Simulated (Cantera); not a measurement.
**TiO2 + H2 + H2O (hydrogen reduction and annealing atmospheres)**

A closed system holds: 1 mol TiO2, 3000 mol H2, a varied amount of H2O, held at 0.00610 bar.

These are equilibrium values from Cantera (NASA tables, ideal gas, pure condensed phases), not measurements of a reactor. Candidate condensed phases: H2O, Ti, TiO, TiO2, Ti2O3, Ti3O5, Ti4O7; 12 gas species. Mutual solubility and eutectic melting of coexisting phases are not modelled. Condensed phases not in the tables: Magnéli phases beyond Ti4O7. The numbers say what is thermodynamically allowed, not how fast it happens.

Stable condensed phases:

```
T in °C \ n(H2O) in mol
          0.1 0.21 0.32 0.43 0.54 0.65 0.76
   1527     A    A    A    A    A    A    A
   1477     A    A    A    A    A    A    A
   1427     A    A    A    A    A    A    A
   1377     A    A    A    A    A    A    A
   1327     A    A    A    A    A    A    A
   1277     A    A    A    A    A    A    A
   1227     A    A    A    A    B    B    C
   1177     A    A    B    C    C    C    C
   1127     B    C    C    C    C    C    C
   1077     C    C    C    C    C    C    C
   1027     C    C    C    C    C    C    C
    977     C    C    C    C    C    C    D
```

A: Ti2O3; B: Ti2O3 + Ti3O5; C: Ti3O5; D: Ti4O7.
